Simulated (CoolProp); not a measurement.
Vapour-liquid equilibrium of n-hexane (1) + n-decane (2) at 25.35 °C; x and y are mole fractions of (1).

Computed with CoolProp (multi-fluid Helmholtz-energy mixture model, Thol 2019 and Lemmon 2006; pair parameters Kunz 2012).

| x | bubble pressure (MPa) | y at the bubble point | dew pressure at overall composition x (MPa) | liquid density (mol/L) |
|---|---|---|---|---|
| 0.05 | 0.001154 | 0.846 | 0.0001965 | 5.189 |
| 0.2 | 0.004089 | 0.963 | 0.0002329 | 5.462 |
| 0.35 | 0.007092 | 0.983 | 0.0002859 | 5.767 |
| 0.5 | 0.01016 | 0.991 | 0.0003701 | 6.108 |
| 0.65 | 0.01325 | 0.995 | 0.0005247 | 6.492 |
| 0.8 | 0.01635 | 0.998 | 0.0009007 | 6.925 |
| 0.95 | 0.01944 | 1.000 | 0.003179 | 7.416 |

No azeotrope shows between x = 0.05 and 0.95.

The pair parameters rest on a limited set of measurements; away from them the model extrapolates.
